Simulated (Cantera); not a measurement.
Cantera run:

```python
import numpy as np
import cantera as ct

gas_names = [...]  # 113 gases of nasa_gas.yaml made of C, Cu, H, O
cond_names = """
    C(gr) C6H6(L) C7H8(L) C8H18(L),n-octa Cu(cr) Cu(L) CuO(s) CuO2H2(s) Cu2O(s) Cu2O(L) H2O(s) H2O(L)
""".split()


# ... load() reads the species with a 1 bar reference pressure and builds the phases ...
atoms = {
    'Cu2O': {'Cu': 2, 'O': 1},
    'C': {'C': 1},
    'H2': {'H': 2},
}
top_T = {'C(gr)': 4500, 'CuO(s)': 1390}  # K; cautious upper limits of use, not melting points


# ... equilibrate(T, P, feed) seeds the gas with the atoms and calls Mixture.equilibrate('TP', solver="vcs", rtol=1e-11, max_steps=5000) ...
results = []
feed = {'Cu2O': 1, 'C': 3.9, 'H2': 4.4}  # mol
P = 1800  # Pa
for T in [1198, 1348, 1498, 1648, 1798, 1948, 2098, 2248, 2398, 2548]:
    mix = equilibrate(T, P, feed)
    results.append((T, P, feed, dict(zip(mix.species_names, mix.species_moles))))

top = {s: max(r[3][s] / sum(r[3][g] for g in gas_names) for r in results) for s in gas_names}
cols = sorted((s for s in top if top[s] > 1e-06), key=lambda s: -top[s])[:5]
seen = [c for c in cond_names if any(r[3].get(c, 0) > 1e-12 for r in results)]
print("log10 of partial pressures in bar; condensed amounts in mol")
print(f"{'T/K':>10s}" + "".join(f"{s[:9]:>10s}" for s in cols + seen))
for T, P, feed, n in results:
    ng = sum(n[g] for g in gas_names)
    print(f"{T:10.4g}" + "".join(f"{np.log10(max(n[s] / ng * P / 1e5, 1e-99)):10.3f}" for s in cols)
          + "".join(f"{n.get(c, 0):10.4g}" for c in seen))
```

Output:

```
log10 of partial pressures in bar; condensed amounts in mol
       T/K        H2        Cu        CO         H C2H2,acet     C(gr)    Cu(cr)     Cu(L)
      1198    -1.834    -7.935    -2.477    -7.638    -8.839     2.899         2         0
      1348    -1.834    -6.329    -2.477    -6.553    -7.754       2.9         2         0
      1498    -1.834    -5.100    -2.477    -5.682    -6.889       2.9         0     1.998
      1648    -1.836    -4.102    -2.479    -4.968    -6.185       2.9         0     1.976
      1798    -1.848    -3.276    -2.491    -4.377    -5.611     2.898         0     1.836
      1948    -1.906    -2.582    -2.547    -3.900    -5.175     2.895         0     1.069
      2098    -1.981    -2.319    -2.617    -3.502    -4.827     2.888         0         0
      2248    -1.996    -2.323    -2.623    -3.132    -4.476     2.872         0         0
      2398    -2.026    -2.332    -2.633    -2.816    -4.187     2.843         0         0
      2548    -2.079    -2.349    -2.649    -2.549    -3.959     2.796         0         0
```

Method: chemical equilibrium by Gibbs-energy minimisation in Cantera with the NASA 1993 tables (ideal gas, pure condensed phases).
